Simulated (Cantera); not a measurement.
Feed: 1 mol Fe3O4, 0.24 mol HCl, 0.19 mol N2, equilibrated at 927 °C and 18.0 mbar.

Equilibrium computed with Cantera from the NASA thermochemical tables; the gas is ideal and each condensed phase is pure. Candidate condensed phases: Fe, FeCl2, FeCl3, FeO, Fe(OH)2, Fe(OH)3, Fe2O3, Fe3O4, H2O, NH4Cl; 37 gas species. Mutual solubility and eutectic melting of coexisting phases are not modelled. Rates play no part.

Base state: HCl 0.469, N2 0.442, H2O 0.0450, FeCl2 0.0398, FeCl3 0.00300, Cl 0.000644, Cl2 0.000334, O2 2.45e-5 (mole fractions); condensed: Fe2O3(s) + Fe3O4(s).

Problem. What changes in the equilibrium state with this change: temperature from 927 °C to 777 °C?

Solution. 
| species | before | after |
|---|---|---|
| HCl | 0.469 | 0.501 |
| N2 | 0.442 | 0.443 |
| H2O | 0.0450 | 0.0291 |
| FeCl2 | 0.0398 | 0.0240 |
| O2 | 2.45e-5 | 2.79e-8 |
| Cl | 0.000644 | 4.03e-5 |
| Fe2O3(s), mol | 0.0156 | 0.00955 |
| Fe3O4(s), mol | 0.983 | 0.990 |

Problem. What changes in the equilibrium state with this change: N2 from 0.19 to 7.5 mol?

Solution. 
| species | before | after |
|---|---|---|
| N2 | 0.442 | 0.969 |
| HCl | 0.469 | 0.0261 |
| H2O | 0.0450 | 0.00244 |
| FeCl2 | 0.0398 | 0.00228 |
| Fe2Cl4 | 1.88e-5 | 6.18e-8 |
| FeCl3 | 0.00300 | 4.12e-5 |
| Cl2 | 0.000334 | 1.92e-5 |
| Cl | 0.000644 | 0.000154 |
| Fe2O3(s), mol | 0.0156 | 0.0141 |
| Fe3O4(s), mol | 0.983 | 0.985 |

Problem. What changes in the equilibrium state with this change: pressure from 18.0 mbar to 1 atm?

Solution. 
```
species         before    after
-------------  -------  -------
HCl              0.469    0.453
N2               0.442    0.445
H2O             0.0450   0.0549
FeCl3          0.00300   0.0151
FeCl2           0.0398   0.0305
Fe2Cl6         2.15e-8  3.08e-5
O2             2.45e-5  4.36e-7
Fe2O3(s), mol   0.0156  0.00994
Fe3O4(s), mol    0.983    0.987
```
